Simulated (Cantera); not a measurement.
Charge: 1 mol MgF2, 0.39 mol HF, 0.24 mol H2, at 0.100 bar.

Equilibrium computed with Cantera from the NASA thermochemical tables; the gas is ideal and each condensed phase is pure. Candidate condensed phases: Mg, MgF2; 17 gas species. Rates play no part.

x: gas mole fraction; n: condensed amount in mol.

```csv
T (°C),x HF,x H2,x MgF2,x MgF,x H,n MgF2(l)
1350,0.616,0.379,0.00406,___,0.000135,0.997
1400,0.614,0.378,0.00801,___,0.000221,0.995
1450,0.610,0.375,0.0151,___,0.000353,0.990
1500,0.602,0.370,0.0275,___,0.000547,0.982
1550,0.589,0.361,0.0481,___,0.000824,0.968
1600,0.568,0.348,0.0815,___,0.00120,0.943
1650,0.536,0.325,0.134,___,0.00170,0.900
1700,0.487,0.289,0.214,___,0.00229,0.819
```

**Question.** Complete the blanks.

**Answer.** 
- 1350, x MgF: 5.87e-6
- 1400, x MgF: 1.86e-5
- 1450, x MgF: 5.48e-5
- 1500, x MgF: 0.000152
- 1550, x MgF: 0.000399
- 1600, x MgF: 0.000996
- 1650, x MgF: 0.00239
- 1700, x MgF: 0.00553
